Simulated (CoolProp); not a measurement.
The fluid at 391.02 K and 0.00402 MPa is compressed adiabatically to 0.0171 MPa with isentropic efficiency 0.75. The same conditions are run with several fluids, on thermodynamics alone (safety and materials aside).

Model: reference Helmholtz-energy equation of state of each fluid (octamethyltrisiloxane (MDM): Thol 2017; dry air: Lemmon 2000; hexamethyldisiloxane (MM): Thol 2016; isohexane: Lemmon 2006), in CoolProp. Blends and air are pseudo-pure fits.

Problem. Rank octamethyltrisiloxane (MDM), dry air, hexamethyldisiloxane (MM), isohexane by work (kJ/kg), highest first.

Solution. dry air (267), isohexane (75.1), hexamethyldisiloxane (MM) (39.3), octamethyltrisiloxane (MDM) (26.7)

```tsv
fluid	final temperature (K)	final density (kg/m³)
octamethyltrisiloxane (MDM)	407.3	1.21
dry air	649.4	0.0917
hexamethyldisiloxane (MM)	413.5	0.813
isohexane	425.9	0.418
```
